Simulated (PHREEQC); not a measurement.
A solution holds 36 mmol/kgw NaOH and 12 mmol/kgw K3PO4, at 19 °C and 300 atm. Closed to the air; pH follows from the charge balance.

Computed with PHREEQC (ion-association model, phreeqc.dat).

```tsv
quantity	before	after
pH	12.55	11.30
ionic strength (mol/kgw)	0.105	0.0956
```

**Question.** Which change was made?
A) temperature from 19 to 65 °C
B) K3PO4 from 0.012 to 0.0024 mol/kgw
C) K3PO4 from 0.012 to 0.06 mol/kgw
D) K3PO4 left out
E) NaOH from 0.036 to 0.0396 mol/kgw

**Answer.** A, temperature from 19 to 65 °C

Precipitation was switched off in this run. Under pressure, the constants of complexes without a molar volume in the database are unreliable. Away from 25 °C the constants follow the database's enthalpies or fits; those with neither stay at their 25 °C values.
